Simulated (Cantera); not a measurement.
Charge: 1 mol C₆H₆, 0.034 mol CO₂, 5.8 mol N₂, at 700 °C and 21.0 mbar.

Cantera equilibrium calculation (NASA polynomials, part measured and part estimated; ideal gas, pure solids and liquids). Candidate condensed phases: C, C₆H₆, C₇H₈, C₈H₁₈, H₂O; 136 gas species. Kinetics and transport are ignored.

Base state: N₂ 0.654, H₂ 0.338, CO 0.00763, CH₄ 0.000308, H₂O 3.37e-5 (mole fractions); condensed: C(graphite).

Question: What changes in the equilibrium state with this change: pressure from 21.0 mbar to 0.760 bar?

Answer: 
```
species             before    after
----------------  --------  -------
N₂                   0.654    0.661
H₂                   0.338    0.321
CH₄               0.000308   0.0101
NH₃                2.33e-6  7.86e-5
H₂O                3.37e-5  0.00101
C(graphite), mol      5.96     5.89
```
